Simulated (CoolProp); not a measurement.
A single-stage vapour-compression cycle with R13: evaporating at 204.15 K (dew point), condensing at 239.15 K (bubble point), superheat 8 K, subcooling 0 K, compressor efficiency 0.8, no pressure losses. Each further row changes one setting.

The numbers come from the reference Helmholtz-energy equation of state, Platzer 1990 in CoolProp. This equation is an older, rougher fit; its heat capacities, sound speeds and derivatives of the liquid may be far off and weren't checked against measurements.

| case | cooling COP | pressure ratio | discharge temperature (K) | refrigerating effect (kJ/kg) | volumetric capacity (kJ/m³) |
|---|---|---|---|---|---|
| as stated | 3.85 | 3.93 | 271.5 | 114 | 1340 |
| evaporating temperature 209.15 K | 4.71 | 3.13 | 267.1 | 116 | 1690 |
| condensing temperature 234.15 K | 4.63 | 3.32 | 263.8 | 119 | 1400 |
| subcooling 5 K | 4.02 | 3.93 | 271.5 | 119 | 1400 |
| superheat 18 K | 3.83 | 3.93 | 282.3 | 120 | 1340 |
| compressor efficiency 0.7 | 3.37 | 3.93 | 277.7 | 114 | 1340 |
